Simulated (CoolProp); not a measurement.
Vapour-liquid equilibrium of CF4 (R14) (1) + R13 (2) at 343 kPa; x and y are mole fractions of (1).

Model: multi-fluid Helmholtz-energy mixture model, Platzer 1990 and Platzer 1990; pair parameters Bell 2016, in CoolProp. This equation is an older, rougher fit; its heat capacities, sound speeds and derivatives of the liquid may be far off and weren't checked against measurements.

```tsv
x	bubble temperature, mixture model (K)	bubble temperature, Raoult's law (K)	y, mixture model	y, Raoult's law
0.05	209.0	210.1	0.327	0.320
0.15	196.0	198.5	0.660	0.644
0.25	187.7	190.5	0.799	0.793
0.35	182.1	184.5	0.869	0.872
0.45	178.0	179.9	0.909	0.918
0.55	174.9	176.1	0.936	0.947
0.65	172.3	173.0	0.955	0.966
0.75	170.0	170.3	0.970	0.980
0.85	168.0	168.1	0.983	0.990
0.95	166.1	166.0	0.994	0.997
```

The largest gap from Raoult's law is -2.8 K in bubble temperature, at x = 0.25. No azeotrope shows between x = 0.05 and 0.95.

The pair parameters rest on a limited set of measurements; away from them the model extrapolates.
